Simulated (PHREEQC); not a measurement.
# Leach liquor

A solution holds 0.028 mol HCl, 0.11 mol CuSO4 and 0.0071 mol MnSO4 per kg of water, at 25 °C. Closed to the air; pH follows from the charge balance.

All values are PHREEQC results (ion-association model, wateq4f.dat), not measurements.

The pH comes out as 2.04 and the ionic strength is 0.259 mol/kgw. The total alkalinity is -28.0 meq/kg.

| species | molality | activity | log γ |
|---|---|---|---|
| Cu+2 | 0.0611 | 0.0185 | -0.518 |
| SO4-2 | 0.0502 | 0.0133 | -0.576 |
| CuSO4 | 0.0476 | 0.0505 | 0.026 |
| Cl- | 0.0265 | 0.0184 | -0.160 |
| HSO4- | 0.0165 | 0.0117 | -0.148 |
| H+ | 0.0115 | 0.00905 | -0.104 |
| Mn+2 | 0.00415 | 0.00126 | -0.518 |
| MnSO4 | 0.00281 | 0.00299 | 0.026 |
| CuCl+ | 0.00131 | 0.000916 | -0.156 |
| MnCl+ | 0.000131 | 9.42e-5 | -0.141 |
| CuCl2 | 8.51e-6 | 9.04e-6 | 0.026 |
| MnCl2 | 7.12e-7 | 7.56e-7 | 0.026 |
| CuOH+ | 2.92e-8 | 2.04e-8 | -0.156 |
| MnCl3- | 5.29e-9 | 3.82e-9 | -0.141 |

No solid was allowed to form.
